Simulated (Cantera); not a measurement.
Mixture: 7.36 % CH4, 1.84 % H2, 19.1 % O2, 71.7 % N2, equivalence ratio 0.82, at 5.00 bar, adiabatic and at constant pressure. Ignition delay is the time to a rise of 400 K.

Cantera simulation using GRI-Mech 3.0 (53 species, 325 reactions); the numbers are that mechanism's predictions, not measurements. Below about 1000 K GRI-Mech 3.0 lacks low-temperature oxidation paths. Below about 950 K walls govern HO2 and H2O2 in real vessels.

Question: Predict: delay at 875 K; delay at 1075 K; delay at 1275 K; delay at 1475 K; delay at 1675 K; apparent activation energy between 1575 and 1775 K.

Answer: 
- delay at 875 K: 0.616 s
- delay at 1075 K: 4.92 ms
- delay at 1275 K: 0.681 ms
- delay at 1475 K: 0.140 ms
- delay at 1675 K: 35.7 µs
- apparent activation energy between 1575 and 1775 K: 140 kJ/mol
